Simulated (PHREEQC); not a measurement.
**Brine**

Solution (31 °C): 0.87 mol/kgw NaCl and 0.019 mol/kgw H3BO3. Closed to the air; pH follows from the charge balance.

All values are PHREEQC results (Pitzer model, pitzer.dat), not measurements.

This is a speciation only: nothing precipitates in the calculation.

Problem. Predict the pH.

Solution. pH 5.30.
